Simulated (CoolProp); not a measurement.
Vapour pressure (MPa) of ethane: the reference equation beside estimates from Tc = 305.3 K, pc = 4.872 MPa, ω = 0.099. Clausius-Clapeyron is anchored at 237.9 K with a constant enthalpy of vaporisation of 12.04 kJ/mol.

Values from CoolProp's reference Helmholtz-energy equation of state, Bücker 2006.

```
T (K)  reference  Lee-Kesler  Clausius-Clapeyron  van der Waals  Redlich-Kwong  Soave-Redlich-Kwong  Peng-Robinson
-----  ---------  ----------  ------------------  -------------  -------------  -------------------  -------------
186       0.1094           …              0.1656         0.4618         0.1168               0.1079         0.1101
196.4     0.1840      0.1828              0.2502         0.6254         0.1999               0.1826         0.1847
206.8     0.2923      0.2920              0.3625         0.8238         0.3206               0.2917         0.2929
217.2     0.4431      0.4440              0.5069          1.060         0.4874               0.4441         0.4435
227.5     0.6430      0.6455                   …          1.333         0.7065               0.6471         0.6437
237.9     0.9055      0.9094              0.9055          1.651         0.9903               0.9143         0.9071
248.3      1.239       1.244               1.169              …          1.345                1.254          1.242
258.7      1.654       1.658               1.477          2.424          1.778                1.677          1.661
269.1      2.161       2.164               1.834          2.881          2.298                2.193          2.173
279.5      2.774       2.776               2.241          3.388          2.910                2.813          2.792
```

### Question
Complete the blanks.

### Answer

- 186, Lee-Kesler: 0.1080
- 227.5, Clausius-Clapeyron: 0.6855
- 248.3, van der Waals: 2.014

Absolute difference from the reference over all 10 rows, mean and median: Lee-Kesler 0.4 and 0.3 %, Clausius-Clapeyron 18.3 and 14.8 %, van der Waals 123.7 and 94.8 %, Redlich-Kwong 8.2 and 8.6 %, Soave-Redlich-Kwong 1.0 and 1.1 %, Peng-Robinson 0.3 and 0.3 %.
